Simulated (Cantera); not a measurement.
Input: 1 mol CH₃SiCl₃, a varied amount of CH₄, 88 mol H₂, equilibrated at 1950 °C and 1.00 bar.

Method: chemical equilibrium by Gibbs-energy minimisation in Cantera with the NASA 1993 tables (ideal gas, pure condensed phases). Candidate condensed phases: C, C₆H₆, C₇H₈, C₈H₁₈, Si, SiC; 109 gas species. The feed counts by its element totals alone. The tables' values for SiCl are old estimates; treat these amounts as uncertain. Gases not in the tables: Si₂H₆ and higher silanes. The numbers say what is thermodynamically allowed, not how fast it happens.

### Question
At 0.026 mol CH₄, list the 4 most abundant gas species with their mole fractions, and the condensed phases.

### Answer
H₂ 0.961, HCl 0.0316, H 0.00628, SiCl₂ 0.000528. Condensed: SiC(s).
